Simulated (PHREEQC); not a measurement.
MgCl2 is added in steps, without added water, to 1 kg of water holding 11 mmol/kgw H2SO4, 6.2 mmol/kgw CuSO4 and 2 mmol/kgw MnSO4, at 15 °C. No oxygen is let in. The system is closed to CO2. The run lets Pyrochroite precipitate or redissolve, and no other solid.

Base run: PHREEQC, ion-association model, phreeqc.dat. Each further column changes one thing. The table gives MgSO4 (mol/kgw).

```
MgCl2 added (mol)     base  all activity coefficients set to 1  database wateq4f.dat  Debye-Hückel limiting law
-----------------  -------  ----------------------------------  --------------------  -------------------------
0                        0                                   0                     0                          0
0.006333           0.00168                             0.00313               0.00168                    0.00106
0.01267            0.00292                             0.00560               0.00292                    0.00164
0.019              0.00387                                   ?               0.00387                    0.00195
0.02533            0.00463                             0.00905               0.00463                    0.00209
0.03167            0.00526                              0.0103               0.00525                          ?
0.038              0.00578                                   ?               0.00577                    0.00209
```

Task: What belongs in the gaps?

Result: 
- 0.019, all activity coefficients set to 1: 0.00753
- 0.03167, Debye-Hückel limiting law: 0.00212
- 0.038, all activity coefficients set to 1: 0.0113

 phreeqc.dat and wateq4f.dat share most of their constants, so their agreement is no independent check. Solids allowed in the column 'database wateq4f.dat': Brucite, Pyrochroite, Cu(OH)2, Brochantite, Antlerite, Atacamite, Epsomite, Chalcanthite.
